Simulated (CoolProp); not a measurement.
Vapour pressure (bar) of R1336mzz(Z): the reference equation beside estimates from Tc = 171.3 °C, pc = 29.04 bar, ω = 0.386. Clausius-Clapeyron is anchored at 39.25 °C with a constant enthalpy of vaporisation of 26.55 kJ/mol.

Computed with CoolProp (reference Helmholtz-energy equation of state, McLinden 2020).

```json
[
 {"T (°C)": "-38.25", "reference": "0.02655", "Lee-Kesler": "0.02558", "Clausius-Clapeyron": "0.04281", "van der Waals": "1.163", "Redlich-Kwong": "0.1368", "Peng-Robinson": "0.02818"},
 {"T (°C)": "-22.75", "reference": "0.07258", "Lee-Kesler": "0.07038", "Clausius-Clapeyron": "0.09929", "van der Waals": "1.736", "Redlich-Kwong": "0.2969", "Peng-Robinson": "0.07522"},
 {"T (°C)": "-7.25", "reference": "0.1721", "Lee-Kesler": "0.1684", "Clausius-Clapeyron": "0.2088", "van der Waals": "2.479", "Redlich-Kwong": "0.5761", "Peng-Robinson": "0.1756"},
 {"T (°C)": "8.25", "reference": "0.3639", "Lee-Kesler": "0.3592", "Clausius-Clapeyron": "0.4045", "van der Waals": "3.415", "Redlich-Kwong": "1.022", "Peng-Robinson": "0.3674"},
 {"T (°C)": "23.75", "reference": "0.7003", "Lee-Kesler": "0.6966", "Clausius-Clapeyron": "0.7314", "van der Waals": "4.563", "Redlich-Kwong": "1.687", "Peng-Robinson": "0.7026"},
 {"T (°C)": "39.25", "reference": "1.247", "Lee-Kesler": "1.248", "Clausius-Clapeyron": "1.247", "van der Waals": "5.941", "Redlich-Kwong": "2.626", "Peng-Robinson": "1.247"},
 {"T (°C)": "54.75", "reference": "2.083", "Lee-Kesler": "(withheld)", "Clausius-Clapeyron": "2.022", "van der Waals": "7.566", "Redlich-Kwong": "3.893", "Peng-Robinson": "2.080"},
 {"T (°C)": "70.25", "reference": "3.297", "Lee-Kesler": "3.319", "Clausius-Clapeyron": "3.137", "van der Waals": "9.453", "Redlich-Kwong": "5.541", "Peng-Robinson": "(withheld)"},
 {"T (°C)": "85.75", "reference": "4.989", "Lee-Kesler": "5.024", "Clausius-Clapeyron": "4.688", "van der Waals": "11.62", "Redlich-Kwong": "7.623", "Peng-Robinson": "4.991"},
 {"T (°C)": "101.25", "reference": "(withheld)", "Lee-Kesler": "7.316", "Clausius-Clapeyron": "6.775", "van der Waals": "14.07", "Redlich-Kwong": "10.19", "Peng-Robinson": "(withheld)"}
]
```

Task: Complete the blanks.

Result: 
- 54.75, Lee-Kesler: 2.093
- 70.25, Peng-Robinson: 3.293
- 101.25, reference: 7.272
- 101.25, Peng-Robinson: 7.291

Absolute difference from the reference over all 10 rows, mean and median: Lee-Kesler 1.3 and 0.7 %, Clausius-Clapeyron 15.6 and 6.4 %, van der Waals 1035.5 and 464.0 %, Redlich-Kwong 163.9 and 125.7 %, Peng-Robinson 1.4 and 0.3 %.
